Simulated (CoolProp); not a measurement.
The numbers come from the reference Helmholtz-energy equation of state, Thol 2012 in CoolProp.

### Question
For benzene, give the phase and the speed of sound (m/s), viscosity (µPa s), Prandtl number at 346.85 °C and 0.981 MPa; 346.85 °C and 1.14 MPa.

### Answer
- 346.85 °C and 0.981 MPa: gas; speed of sound 252, viscosity 15.6, Prandtl number 0.760
- 346.85 °C and 1.14 MPa: gas; speed of sound 250, viscosity 15.7, Prandtl number 0.761

Viscosity comes from a separate model (Avgeri 2014). Thermal conductivity comes from a separate model (Assael 2012).
